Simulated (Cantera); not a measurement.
A closed system holds: 1 mol Si₃N₄, 1.6 mol O₂, 220 mol N₂, equilibrated at 0.780 bar.

Cantera equilibrium calculation (NASA polynomials, part measured and part estimated; ideal gas, pure solids and liquids). Candidate condensed phases: Si, SiO₂, Si₂N₂O, Si₃N₄; 16 gas species. Mutual solubility and eutectic melting of coexisting phases are not modelled. The tables hold silica as quartz up to 1696 K and as liquid above; real silica turns to tridymite and cristobalite and melts near 1996 K. Kinetics and transport are ignored.

Task: Which condensed phases are stable at each of these points (T (K)): 1123, 1173, 1223, 1273, 1323, 1373, 1423, 1473, 1523, 1573, 1623, 1673, 1723, 1773?

Result: 
| T (K) | condensed phases | Si condensed (%) |
|---|---|---|
| 1123 | SiO₂(β-quartz) + Si₂N₂O(s) | 100.0 |
| 1173 | SiO₂(β-quartz) + Si₂N₂O(s) | 100.0 |
| 1223 | SiO₂(β-quartz) + Si₂N₂O(s) | 100.0 |
| 1273 | SiO₂(β-quartz) + Si₂N₂O(s) | 100.0 |
| 1323 | SiO₂(β-quartz) + Si₂N₂O(s) | 100.0 |
| 1373 | SiO₂(β-quartz) + Si₂N₂O(s) | 100.0 |
| 1423 | SiO₂(β-quartz) + Si₂N₂O(s) | 100.0 |
| 1473 | SiO₂(β-quartz) + Si₂N₂O(s) | 100.0 |
| 1523 | SiO₂(β-quartz) + Si₂N₂O(s) | 100.0 |
| 1573 | SiO₂(β-quartz) + Si₂N₂O(s) | 99.9 |
| 1623 | SiO₂(β-quartz) + Si₂N₂O(s) | 99.5 |
| 1673 | SiO₂(β-quartz) + Si₂N₂O(s) | 98.6 |
| 1723 | SiO₂(condensed) + Si₂N₂O(s) | 95.9 |
| 1773 | SiO₂(condensed) + Si₂N₂O(s) | 89.3 |

From 1123 K to 1673 K the condensed part is SiO₂(β-quartz) + Si₂N₂O(s). From 1723 K to 1773 K the condensed part is SiO₂(condensed) + Si₂N₂O(s).
